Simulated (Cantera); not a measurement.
A perfectly stirred reactor is fed with H2 : O2 : N2 = 1 : 0.926 : 3.48 (molar parts), equivalence ratio 0.54, at 240 Torr; it is adiabatic with a 423 K inlet, and is followed from long to short residence time, starting on the burning branch (τ in s: 0.061, 0.029, 0.014, 0.0065, 0.0031, 0.0014, 0.00068, 0.00032, 0.00015, 7.2e-05, 3.4e-05).

Computed with Cantera and GRI-Mech 3.0 (53 species, 325 reactions).

Problem. What does this change do: N2 3.48 to 5.4 parts?

Solution. 
| quantity | before | after |
|---|---|---|
| blow-out, bracketed by the residence times tried | burning at 0.150 ms, out at 72.0 µs | burning at 0.320 ms, out at 0.150 ms |
| x(H2) at τ = 61.0 ms | 0.00113 | 0.000788 |
| x(O2) at τ = 61.0 ms | 0.0857 | 0.0621 |
| x(NO2) at τ = 61.0 ms | 9.53e-9 | 1.42e-9 |
| x(N2O) at τ = 61.0 ms | 1.98e-7 | 1.87e-7 |
| x(O) at τ = 61.0 ms | 0.00103 | 0.000573 |
| x(H2) at τ = 1.40 ms | 0.00920 | 0.00753 |
| x(O2) at τ = 1.40 ms | 0.0861 | 0.0644 |
| x(NO2) at τ = 1.40 ms | 1.97e-9 | 7.51e-10 |
| x(N2O) at τ = 1.40 ms | 7.51e-8 | 5.74e-8 |
| x(O) at τ = 1.40 ms | 0.00819 | 0.00421 |

Problem. What does this change do: H2 1 to 0.71 parts?

Solution. 
```
quantity                                                                       before                                 after
------------------------------------------------  -----------------------------------  ------------------------------------
blow-out, bracketed by the residence times tried  burning at 0.150 ms, out at 72.0 µs  burning at 0.320 ms, out at 0.150 ms
x(H2) at τ = 61.0 ms                                                          0.00113                              0.000488
x(O2) at τ = 61.0 ms                                                           0.0857                                 0.119
x(NO2) at τ = 61.0 ms                                                         9.53e-9                               2.17e-9
x(N2O) at τ = 61.0 ms                                                         1.98e-7                               2.85e-7
x(O) at τ = 61.0 ms                                                           0.00103                              0.000602
x(H2) at τ = 1.40 ms                                                          0.00920                               0.00527
x(O2) at τ = 1.40 ms                                                           0.0861                                 0.119
x(NO2) at τ = 1.40 ms                                                         1.97e-9                               1.06e-9
x(N2O) at τ = 1.40 ms                                                         7.51e-8                               9.15e-8
x(O) at τ = 1.40 ms                                                           0.00819                               0.00506
```
